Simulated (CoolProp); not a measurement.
Vapour-liquid equilibrium of propylene (1) + R134a (2) at 188.7 K; x and y are mole fractions of (1).

Model: multi-fluid Helmholtz-energy mixture model, Lemmon 2013 and Tillner-Roth 1994; pair parameters Bell 2016, in CoolProp.

Give the bubble pressure and the first vapour's composition at x = 0.15, 0.35, 0.45. Is there an azeotrope?

x = 0.15: 0.009585 MPa, y = 0.767; x = 0.35: 0.01238 MPa, y = 0.836; x = 0.45: 0.01266 MPa, y = 0.843. y crosses x between x = 0.85 and 0.95: the model has an azeotrope there.

The pair parameters rest on a limited set of measurements; away from them the model extrapolates. With so large a gap from Raoult's law the liquid may split in two, which this calculation doesn't test in full.
